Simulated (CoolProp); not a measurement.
Saturated liquid density (kg/m³) of CF4 (R14): the reference equation beside estimates from Tc = 227.4 K, pc = 3762 kPa, ω = 0.178. Rackett uses Z = 0.29056 − 0.08775 ω.

Model: reference Helmholtz-energy equation of state, Platzer 1990, in CoolProp. This equation is an older, rougher fit; its heat capacities, sound speeds and derivatives of the liquid may be far off and weren't checked against measurements.

```tsv
T (K)	reference	Rackett	van der Waals	Redlich-Kwong	Soave-Redlich-Kwong	Peng-Robinson
127.9	1692	1766	1106	1635	1660	1872
133.9	1662	1735	1088	1603	1631	1840
139.9	1631	1702	1068	1570	1600	1807
146	1598	1669	1048	1534	1566	1771
152	1566	1634	1026	1496	1531	1733
158	1532	1599	1004	1457	1494	1692
164	1497	1561	980.8	1416	1455	1648
170.1	1461	1522	955.7	1371	1411	1600
176.1	1423	1481	929.6	1324	1365	1549
182.1	1382	1438	901.7	1274	1316	1493
```

Absolute difference from the reference over all 10 rows, mean and median: Rackett 4.3 and 4.3 %, van der Waals 34.6 and 34.5 %, Redlich-Kwong 5.0 and 4.7 %, Soave-Redlich-Kwong 2.7 and 2.4 %, Peng-Robinson 10.1 and 10.5 %.
